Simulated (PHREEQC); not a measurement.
A solution holds 0.27 mol/kgw ZnCl2, at 25 °C. Closed to the air; pH follows from the charge balance.

Equilibrium calculation in PHREEQC: ion-association model, phreeqc.dat.

Each row changes one thing in this solution. Precipitation was switched off in this run.

```json
[
 {"case": "as made", "pH": "4.77", "ionic strength (mol/kgw)": "0.670", "Cl- (mol/kgw)": "0.453"},
 {"case": "temperature from 25 to 5 °C", "pH": "4.75", "ionic strength (mol/kgw)": "0.741", "Cl- (mol/kgw)": "0.497"},
 {"case": "0.05 mol/kgw H2S added", "pH": "1.49", "ionic strength (mol/kgw)": "0.657", "Cl- (mol/kgw)": "0.458"},
 {"case": "temperature from 25 to 10 °C", "pH": "4.76", "ionic strength (mol/kgw)": "0.725", "Cl- (mol/kgw)": "0.487"},
 {"case": "0.025 mol/kgw Na2SO4 added", "pH": "4.82", "ionic strength (mol/kgw)": "0.696", "Cl- (mol/kgw)": "0.457"},
 {"case": "ZnCl2 from 0.27 to 0.135 mol/kgw", "pH": "4.93", "ionic strength (mol/kgw)": "0.361", "Cl- (mol/kgw)": "0.246"},
 {"case": "temperature from 25 to 50 °C", "pH": "4.72", "ionic strength (mol/kgw)": "0.563", "Cl- (mol/kgw)": "0.387"},
 {"case": "ZnCl2 replaced by NH4Cl at the same molality", "pH": "5.07", "ionic strength (mol/kgw)": "0.270", "Cl- (mol/kgw)": "0.270"},
 {"case": "ZnCl2 replaced by AlCl3 at the same molality", "pH": "3.07", "ionic strength (mol/kgw)": "1.62", "Cl- (mol/kgw)": "0.810"}
]
```

The ionic strength passes 0.7 mol/kgw, the rough limit of the ion-association models, in temperature from 25 to 5 °C; temperature from 25 to 10 °C; ZnCl2 replaced by AlCl3 at the same molality. Some of these states are supersaturated (in Sphalerite (slow to form), for instance). Constants without temperature data keep their 25 °C values here.
